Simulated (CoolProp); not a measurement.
Vapour-liquid equilibrium of hexamethyldisiloxane (MM) (1) + toluene (2) at 7.6 bar; x and y are mole fractions of (1).

The numbers come from the multi-fluid Helmholtz-energy mixture model, Thol 2016 and Lemmon 2006; pair parameters Bell 2016 in CoolProp.

```json
[
 {"x": "0.05", "bubble temperature (K)": "472.9", "y at the bubble point": "0.064", "dew temperature at overall composition x (K)": "473.1", "liquid density (mol/L)": "6.995"},
 {"x": "0.2", "bubble temperature (K)": "470.0", "y at the bubble point": "0.240", "dew temperature at overall composition x (K)": "470.7", "liquid density (mol/L)": "6.121"},
 {"x": "0.35", "bubble temperature (K)": "467.6", "y at the bubble point": "0.398", "dew temperature at overall composition x (K)": "468.3", "liquid density (mol/L)": "5.398"},
 {"x": "0.5", "bubble temperature (K)": "465.6", "y at the bubble point": "0.542", "dew temperature at overall composition x (K)": "466.1", "liquid density (mol/L)": "4.793"},
 {"x": "0.65", "bubble temperature (K)": "464.1", "y at the bubble point": "0.678", "dew temperature at overall composition x (K)": "464.4", "liquid density (mol/L)": "4.281"},
 {"x": "0.8", "bubble temperature (K)": "463.0", "y at the bubble point": "0.812", "dew temperature at overall composition x (K)": "463.1", "liquid density (mol/L)": "3.845"},
 {"x": "0.95", "bubble temperature (K)": "462.4", "y at the bubble point": "0.951", "dew temperature at overall composition x (K)": "462.4", "liquid density (mol/L)": "3.470"}
]
```

No azeotrope shows between x = 0.05 and 0.95.

Pair parameters are fitted to limited data, so mixtures are less certain than the pure fluids.
